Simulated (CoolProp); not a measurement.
Properties of o-xylene along the isobar 0.672 MPa.

The numbers come from the reference Helmholtz-energy equation of state, Zhou 2012 in CoolProp.

| T (°C) | phase | Z | cp (kJ/(kg K)) | cv (kJ/(kg K)) | isothermal compressibility (1/MPa) |
|---|---|---|---|---|---|
| 243.65 | gas | 0.8479 | 2.197 | 2.017 | 1.806 |
| 250.55 | gas | 0.8567 | 2.199 | 2.029 | 1.780 |
| 257.45 | gas | 0.8646 | 2.203 | 2.042 | 1.757 |
| 264.35 | gas | 0.8719 | 2.209 | 2.056 | 1.737 |
| 271.15 | gas | 0.8784 | 2.216 | 2.069 | 1.720 |
| 278.05 | gas | 0.8846 | 2.224 | 2.083 | 1.705 |
| 284.95 | gas | 0.8902 | 2.233 | 2.097 | 1.691 |
| 291.85 | gas | 0.8954 | 2.243 | 2.111 | 1.679 |
| 298.65 | gas | 0.9001 | 2.253 | 2.125 | 1.668 |
| 305.55 | gas | 0.9046 | 2.264 | 2.140 | 1.658 |
| 312.45 | gas | 0.9088 | 2.276 | 2.154 | 1.648 |
| 319.35 | gas | 0.9126 | 2.287 | 2.168 | 1.640 |
| 326.25 | gas | 0.9163 | 2.299 | 2.183 | 1.632 |
| 333.05 | gas | 0.9196 | 2.311 | 2.197 | 1.625 |
| 339.95 | gas | 0.9228 | 2.323 | 2.211 | 1.619 |
| 346.85 | gas | 0.9259 | 2.336 | 2.226 | 1.613 |
